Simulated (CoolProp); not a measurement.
Values from CoolProp's reference Helmholtz-energy equation of state, Gao 2016.

Question: For sulfur dioxide, give the phase and the density (kg/m³), cp (kJ/(kg K)), cv (kJ/(kg K)), speed of sound (m/s) at 326.2 K and 35 MPa; 375.9 K and 35 MPa.

Answer: 
- 326.2 K and 35 MPa: liquid; density 1360, cp 1.33, cv 0.791, speed of sound 955
- 375.9 K and 35 MPa: liquid; density 1240, cp 1.36, cv 0.771, speed of sound 798
